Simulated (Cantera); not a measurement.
Input (Python, Cantera) and output of one run.

```python
import numpy as np
import cantera as ct

gas_names = """
    H HNO HNO2 HNO3 HO2 H2 H2O H2O2 H2S H2SO4 N NH NH2 NH3 NH2OH NO NO2 NO3 N2 N2H2 N2H4 N2O O OH O2 O3
    S SH SN SO SO2 SO3 S2 S2O S8
""".split()
cond_names = """
    H2O(s) H2O(L) H2SO4(L) S(cr1) S(cr2) S(L)
""".split()


def load(file, names, dense=False):
    # The tables refer to 1 bar. Condensed volumes are neglected.
    table = {s.name: s for s in ct.Species.list_from_file(file)}
    out = []
    for n in names:
        d = dict(table[n].input_data)
        d["thermo"] = dict(d["thermo"], **{"reference-pressure": 1e5})
        if dense:
            d["equation-of-state"] = {"model": "constant-volume", "density": "1e6 g/cm^3"}
        out.append(ct.Species.from_dict(d))
    return out


gas = ct.Solution(thermo="ideal-gas", species=load("nasa_gas.yaml", gas_names))
cond = {s.name: ct.Solution(thermo="fixed-stoichiometry", species=[s], name=s.name)
        for s in load("nasa_condensed.yaml", cond_names, dense=True)}
atoms = {
    'NH3': {'N': 1, 'H': 3},
    'SO2': {'S': 1, 'O': 2},
    'H2': {'H': 2},
}
top_T = {}  # K; cautious upper limits of use, not melting points


def equilibrate(T, P, feed):
    n = {}
    for name, mol in feed.items():
        for a, k in atoms[name].items():
            n[a] = n.get(a, 0.0) + k * mol
    gas.TPX = T, P, n
    mass = sum(n.values()) * gas.mean_molecular_weight
    gas.equilibrate("TP")
    valid = [c for c in cond.values() if c.min_temp <= T <= top_T.get(c.name, c.max_temp)]
    mix = ct.Mixture([(gas, mass / gas.mean_molecular_weight)] + [(c, 0.0) for c in valid])
    mix.T, mix.P = T, P
    mix.equilibrate("TP", solver="vcs", rtol=1e-11, max_steps=5000)
    return mix


results = []
feed = {'NH3': 1, 'SO2': 0.3, 'H2': 2.8}  # mol
P = 133.322  # Pa
for T in [1825, 2025, 2225, 2425, 2625, 2825, 3025, 3225, 3425]:
    mix = equilibrate(T, P, feed)
    results.append((T, P, feed, dict(zip(mix.species_names, mix.species_moles))))

top = {s: max(r[3][s] / sum(r[3][g] for g in gas_names) for r in results) for s in gas_names}
cols = sorted((s for s in top if top[s] > 0.0001), key=lambda s: -top[s])[:5]
seen = [c for c in cond_names if any(r[3].get(c, 0) > 1e-12 for r in results)]
print("log10 of partial pressures in bar; condensed amounts in mol")
print(f"{'T/K':>10s}" + "".join(f"{s[:9]:>10s}" for s in cols + seen))
for T, P, feed, n in results:
    ng = sum(n[g] for g in gas_names)
    print(f"{T:10.4g}" + "".join(f"{np.log10(max(n[s] / ng * P / 1e5, 1e-99)):10.3f}" for s in cols)
          + "".join(f"{n.get(c, 0):10.4g}" for c in seen))
```

It prints:

```
log10 of partial pressures in bar; condensed amounts in mol
       T/K         H        H2       H2O        N2         O
      1825    -4.860    -3.008    -3.820    -3.874    -8.795
      2025    -4.228    -3.024    -3.867    -3.886    -7.394
      2225    -3.727    -3.077    -3.940    -3.913    -6.238
      2425    -3.353    -3.211    -4.073    -3.967    -5.255
      2625    -3.112    -3.480    -4.447    -4.053    -4.526
      2825    -2.998    -3.897    -5.260    -4.130    -4.207
      3025    -2.959    -4.380    -6.285    -4.162    -4.126
      3225    -2.947    -4.849    -7.279    -4.174    -4.107
      3425    -2.943    -5.278    -8.184    -4.179    -4.101
```

Equilibrium computed with Cantera from the NASA thermochemical tables; the gas is ideal and each condensed phase is pure.
